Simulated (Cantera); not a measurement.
A Cantera script and its output.

```python
import numpy as np
import cantera as ct

gas = ct.Solution("gri30.yaml")
gas.TPX = 1600, 1000000, {'CH4': 1, 'H2O': 14}
reactor = ct.IdealGasConstPressureReactor(gas, energy="off", clone=False)
net = ct.ReactorNet([reactor])
net.rtol, net.atol = 1e-08, 1e-18
show = ['CH4', 'H2O', 'HCO', 'H2', 'CH2CO', 'HO2', 'O2']
times = np.geomspace(0.0004, 3, 10)

steps = ct.SolutionArray(gas, extra=["t"])
rows = []
print(f"{'t/s':>10s}{'T/K':>9s}{'P/Pa':>11s}" + "".join(f"{s:>11s}" for s in show))
for t in times:
    while net.time < t:
        t_next = net.step()
        steps.append(gas.state, t=t_next)
    rows.append([np.interp(t, steps.t, y) for y in (steps.T, steps.P, *steps(*show).X.T)])
    print(f"{t:10.3e}{rows[-1][0]:9.1f}{rows[-1][1]:11.4g}" + "".join(f"{x:11.3e}" for x in rows[-1][2:]))
rate = np.gradient(steps.T, steps.t)
print("integrator steps:", len(steps.t))
if steps.T.max() > steps.T[0] + 200:
    print(f"time of steepest temperature rise: {steps.t[rate.argmax()]:.4e} s")
gas.TPX = 1600, 1000000, {'CH4': 1, 'H2O': 14}
gas.equilibrate("TP")
print(f"equilibrium (TP): T = {gas.T:.1f} K  " + "  ".join(f"{s} {gas[s].X[0]:.3e}" for s in show))
```

Result:

```
       t/s      T/K       P/Pa        CH4        H2O        HCO         H2      CH2CO        HO2         O2
 4.000e-04   1600.0      1e+06  6.503e-02  9.327e-01  6.483e-10  1.410e-03  6.473e-08  7.967e-13  2.722e-10
 1.078e-03   1600.0      1e+06  6.230e-02  9.304e-01  9.908e-10  4.984e-03  1.343e-06  8.839e-13  9.275e-10
 2.905e-03   1600.0      1e+06  5.629e-02  9.240e-01  8.584e-10  1.437e-02  8.821e-06  9.480e-13  1.834e-09
 7.830e-03   1600.0      1e+06  4.585e-02  9.106e-01  7.121e-10  3.247e-02  2.016e-05  8.958e-13  1.379e-09
 2.110e-02   1600.0      1e+06  3.283e-02  8.877e-01  6.332e-10  6.008e-02  2.546e-05  6.033e-13  5.124e-10
 5.687e-02   1600.0      1e+06  2.251e-02  8.519e-01  6.785e-10  9.654e-02  1.918e-05  3.930e-13  2.388e-10
 1.533e-01   1600.0      1e+06  1.688e-02  8.083e-01  9.724e-10  1.361e-01  7.801e-06  2.404e-13  1.291e-10
 4.130e-01   1600.0      1e+06  1.076e-02  7.699e-01  1.524e-09  1.713e-01  1.648e-06  1.614e-13  8.229e-11
 1.113e+00   1600.0      1e+06  4.013e-03  7.448e-01  2.044e-09  1.961e-01  1.609e-07  1.271e-13  6.161e-11
 3.000e+00   1600.0      1e+06  4.880e-04  7.343e-01  2.301e-09  2.068e-01  3.946e-09  1.162e-13  5.473e-11
integrator steps: 1690
equilibrium (TP): T = 1600.0 K  CH4 4.656e-08  H2O 7.330e-01  HCO 2.369e-09  H2 2.082e-01  CH2CO 2.412e-13  HO2 1.192e-13  O2 5.526e-11
```

Computed with Cantera and GRI-Mech 3.0 (53 species, 325 reactions).
